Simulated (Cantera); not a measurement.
What does this Cantera script print?

```python
import numpy as np
import cantera as ct

gas = ct.Solution("gri30.yaml")
gas.TPX = 750, 1600000, {'CH4': 1, 'CO': 0.44, 'O2': 2.02, 'N2': 7.59}
inlet = ct.Reservoir(gas, clone=True)
gas.equilibrate("HP")  # start burning
reactor = ct.IdealGasConstPressureReactor(gas, energy="on", clone=False)
exhaust = ct.Reservoir(gas, clone=True)
tau = [0.051, 0.025, 0.012, 0.0061, 0.003, 0.0015, 0.00074, 0.00037, 0.00018, 8.9e-05][0]
for a, b in ((inlet, reactor), (reactor, exhaust)):
    ct.MassFlowController(a, b, mdot=lambda t: reactor.mass / tau)
net = ct.ReactorNet([reactor])
show = ['CH4', 'CO', 'O2', 'H2O', 'NO', 'N2O', 'C2H2']

rows = []
print(f"{'tau/s':>10s}{'T/K':>9s}" + "".join(f"{s:>11s}" for s in show))
for tau in [0.051, 0.025, 0.012, 0.0061, 0.003, 0.0015, 0.00074, 0.00037, 0.00018, 8.9e-05]:
    net.initial_time = 0.0
    net.advance(30 * tau)
    before = gas.X
    net.advance(40 * tau)
    drift = np.max(np.abs(gas.X - before) / (gas.X + 1e-9))
    rows.append([gas.T, *gas[show].X, drift])
    print(f"{tau:10.3e}{gas.T:9.1f}" + "".join(f"{x:11.3e}" for x in gas[show].X))
```

It prints:

```
     tau/s      T/K        CH4         CO         O2        H2O         NO        N2O       C2H2
 5.100e-02   2554.8  5.371e-07  3.294e-02  1.354e-03  1.695e-01  1.827e-03  3.910e-07  8.115e-11
 2.500e-02   2554.4  1.082e-06  3.297e-02  1.389e-03  1.694e-01  1.783e-03  3.939e-07  2.481e-10
 1.200e-02   2553.7  2.200e-06  3.303e-02  1.460e-03  1.694e-01  1.700e-03  3.994e-07  8.468e-10
 6.100e-03   2552.3  4.156e-06  3.314e-02  1.582e-03  1.693e-01  1.578e-03  4.086e-07  2.674e-09
 3.000e-03   2549.4  7.887e-06  3.339e-02  1.810e-03  1.690e-01  1.404e-03  4.241e-07  8.614e-09
 1.500e-03   2543.8  1.427e-05  3.385e-02  2.186e-03  1.686e-01  1.208e-03  4.467e-07  2.495e-08
 7.400e-04   2533.9  2.527e-05  3.467e-02  2.796e-03  1.680e-01  1.014e-03  4.776e-07  6.654e-08
 3.700e-04   2518.7  4.308e-05  3.595e-02  3.698e-03  1.670e-01  8.484e-04  5.136e-07  1.574e-07
 1.800e-04   2495.6  7.388e-05  3.788e-02  5.048e-03  1.656e-01  7.004e-04  5.520e-07  3.534e-07
 8.900e-05   2464.6  1.252e-04  4.049e-02  6.887e-03  1.637e-01  5.712e-04  5.838e-07  7.395e-07
```

Model: GRI-Mech 3.0 (53 species, 325 reactions), integrated in Cantera. The pressure lies above the range GRI-Mech 3.0 was tuned for (to about 10 atm).
